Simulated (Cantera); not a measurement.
An adiabatic, constant-volume homogeneous reactor starts with CH4 : O2 : N2 = 1 : 6.67 : 25.1 (molar parts), equivalence ratio 0.30, at 1775 K and 9.60 bar. Integrator tolerance rtol = 1e-08.

Cantera simulation using GRI-Mech 3.0 (53 species, 325 reactions); the numbers are that mechanism's predictions, not measurements.

Task: What does this change do: 0.11 parts C2H6 added?

Result: 
```
quantity                                                              before                                    after
---------------------------------  -----------------------------------------  ---------------------------------------
time of steepest temperature rise                                    17.1 µs                                  6.89 µs
temperature at 1.00 s                                                 2497 K                                   2607 K
equilibrium temperature                                               2497 K                                   2607 K
x(CH4) at 1.00 s                       <1e-12 (gas-phase equilibrium <1e-12)    <1e-12 (gas-phase equilibrium <1e-12)
x(O2) at 1.00 s                          0.132 (gas-phase equilibrium 0.132)      0.118 (gas-phase equilibrium 0.118)
x(N2O) at 1.00 s                     3.56e-6 (gas-phase equilibrium 3.56e-6)  4.12e-6 (gas-phase equilibrium 4.12e-6)
x(CO) at 1.00 s                    0.000810 (gas-phase equilibrium 0.000810)  0.00174 (gas-phase equilibrium 0.00174)
x(C2H2) at 1.00 s                      <1e-12 (gas-phase equilibrium <1e-12)    <1e-12 (gas-phase equilibrium <1e-12)
x(H2O2) at 1.00 s                    5.43e-7 (gas-phase equilibrium 5.43e-7)  7.52e-7 (gas-phase equilibrium 7.52e-7)
x(NO2) at 1.00 s                     4.62e-5 (gas-phase equilibrium 4.62e-5)  4.53e-5 (gas-phase equilibrium 4.53e-5)
```
